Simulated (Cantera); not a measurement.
An isothermal, constant-pressure homogeneous reactor starts with NH₃ : N₂ = 1 : 0.25 (molar parts), at 1450 K and 8.25 Torr.

Model: the gas-phase N/H chemistry of the illustrative SiF4/NH3 mechanism in the Surface Chemkin manual (1991), integrated in Cantera. Walls and surfaces, which speed up NH3 decomposition in real reactors, are not modelled.

Predict: x(NH₃) at 300 s; x(N) at 300 s; x(N₂) at 300 s; x(H₂) at 300 s; x(N₂H₂) at 300 s; x(H) at 300 s; x(NH₂) at 300 s.

x(NH₃) at 300 s: 0.667 (gas-phase equilibrium 2.46e-7)
x(N) at 300 s: 3.30e-9 (gas-phase equilibrium <1e-12)
x(N₂) at 300 s: 0.222 (gas-phase equilibrium 0.333)
x(H₂) at 300 s: 0.111 (gas-phase equilibrium 0.667)
x(N₂H₂) at 300 s: 5.15e-7 (gas-phase equilibrium <1e-12)
x(H) at 300 s: 3.33e-6 (gas-phase equilibrium 7.41e-5)
x(NH₂) at 300 s: 4.23e-5 (gas-phase equilibrium 5.79e-11)
